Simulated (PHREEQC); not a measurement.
Dissolve 0.25 mol CuCl2 and 0.033 mol HBF4 per kg of water at 30 °C. Closed to the air; pH follows from the charge balance.

Equilibrium calculation in PHREEQC: ion-association model, wateq4f.dat.

The ionic strength comes out as 0.644 mol/kgw. What activity coefficients do BF3OH-, F-, HF2-, Cu+2, BF2(OH)2- get?

BF3OH- 0.56, F- 0.61, HF2- 0.61, Cu+2 0.23, BF2(OH)2- 0.56.

No solid was allowed to form. Real BF4- forms and hydrolyses slowly; the run takes it at equilibrium.
